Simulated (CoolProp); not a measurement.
Saturation properties of water.

Values from CoolProp's reference Helmholtz-energy equation of state, Wagner 2002.

```
T (K)   p (MPa)  enthalpy of vaporisation (kJ/kg)  liquid cp (kJ/(kg K))  vapour viscosity (µPa s)
-----  --------  --------------------------------  ---------------------  ------------------------
308.2  0.005645                              2418                  4.180                       [?]
323.1   0.01232                              2382                  4.182                       [?]
338     0.02487                              2346                  4.187                      11.0
353     0.04713                              2308                  4.197                      11.5
367.9   0.08383                              2270                  4.210                      12.0
382.9    0.1422                              2230                  4.228                       [?]
397.8       [?]                              2189                  4.252                      13.1
412.8    0.3580                              2145                  4.282                      13.6
427.7    0.5371                              2099                    [?]                      14.1
```

Fill in the missing entries.


- 308.2, vapour viscosity (µPa s): 10.0
- 323.1, vapour viscosity (µPa s): 10.5
- 382.9, vapour viscosity (µPa s): 12.6
- 397.8, p (MPa): 0.2297
- 427.7, liquid cp (kJ/(kg K)): 4.319

It boils at 373.1 K under 1 atm.

Viscosity comes from a separate model (Huber 2009).
